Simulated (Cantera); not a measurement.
## Equilibrium for carbothermic reduction: Fe2O3 + CH4 + H2

Charge: 1 mol Fe2O3, 1.3 mol CH4, 5.6 mol H2, held at 0.00930 bar.

Cantera equilibrium calculation (NASA polynomials, part measured and part estimated; ideal gas, pure solids and liquids). Candidate condensed phases: C, C6H6, C7H8, C8H18, Fe, Fe(CO)5, FeO, Fe(OH)2, Fe(OH)3, Fe2O3, Fe3O4, H2O; 114 gas species. Rates play no part.

| T (°C) | log p H2 | log p H2O | log p CO | log p Fe | log p CO2 | log p H | log p OH | log p FeO | n Fe(γ) | n Fe(δ) | n Fe(l) |
|---|---|---|---|---|---|---|---|---|---|---|---|
| 1325 | -2.19 | -2.80 | -2.93 | -5.98 | -4.02 | -5.37 | -7.39 | -8.82 | 2.00 | 0 | 0 |
| 1350 | -2.19 | -2.80 | -2.93 | -5.78 | -4.03 | -5.26 | -7.25 | -8.58 | 2.00 | 0 | 0 |
| 1375 | -2.19 | -2.80 | -2.93 | -5.58 | -4.05 | -5.15 | -7.11 | -8.34 | 2.00 | 0 | 0 |
| 1400 | -2.19 | -2.80 | -2.93 | -5.40 | -4.06 | -5.04 | -6.97 | -8.12 | 0 | 2.00 | 0 |
| 1425 | -2.19 | -2.80 | -2.93 | -5.22 | -4.07 | -4.94 | -6.84 | -7.90 | 0 | 1.99 | 0 |
| 1450 | -2.19 | -2.80 | -2.93 | -5.04 | -4.08 | -4.84 | -6.71 | -7.69 | 0 | 1.99 | 0 |
| 1475 | -2.19 | -2.80 | -2.92 | -4.87 | -4.09 | -4.74 | -6.58 | -7.48 | 0 | 1.99 | 0 |
| 1500 | -2.19 | -2.80 | -2.92 | -4.70 | -4.10 | -4.64 | -6.46 | -7.28 | 0 | 1.98 | 0 |
| 1525 | -2.19 | -2.80 | -2.92 | -4.54 | -4.11 | -4.55 | -6.34 | -7.09 | 0 | 1.97 | 0 |
| 1550 | -2.20 | -2.80 | -2.92 | -4.39 | -4.12 | -4.46 | -6.23 | -6.90 | 0 | 0 | 1.96 |
| 1575 | -2.20 | -2.80 | -2.93 | -4.24 | -4.13 | -4.37 | -6.11 | -6.72 | 0 | 0 | 1.94 |
| 1600 | -2.20 | -2.80 | -2.93 | -4.10 | -4.14 | -4.29 | -6.00 | -6.55 | 0 | 0 | 1.92 |
| 1625 | -2.20 | -2.80 | -2.93 | -3.96 | -4.16 | -4.21 | -5.90 | -6.38 | 0 | 0 | 1.89 |
log p: log10 of the partial pressure in bar; n: condensed amount in mol.

From 1325 °C to 1375 °C the condensed part is Fe(γ). From 1400 °C to 1525 °C the condensed part is Fe(δ). From 1550 °C to 1625 °C the condensed part is Fe(l). The main Fe-bearing gas is Fe throughout.
